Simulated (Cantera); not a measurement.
Feed: 1 mol Fe2O3, 2.7 mol C, 0.057 mol CO, at 0.00120 bar.

Cantera equilibrium calculation (NASA polynomials, part measured and part estimated; ideal gas, pure solids and liquids). Candidate condensed phases: C, Fe, Fe(CO)5, FeO, Fe2O3, Fe3O4; 15 gas species. Equilibrium is a limit: real reactors are often held back by kinetics, nucleation or transport. All values below are at 1223 K.

Base state: CO 0.891, CO2 0.109 (mole fractions); condensed: Fe(γ).

Q: What changes in the equilibrium state with this change: Fe2O3 replaced by MgO?

A: 
| species | before | after |
|---|---|---|
| CO | 0.891 | 1.000 |
| CO2 | 0.109 | 1.65e-5 |
| Fe(γ), mol | 2.00 | 0 |
| C(graphite), mol | 0 | 2.70 |
| MgO(s), mol | 0 | 1.00 |
Further candidate phases: Mg, MgCO3, MgO.
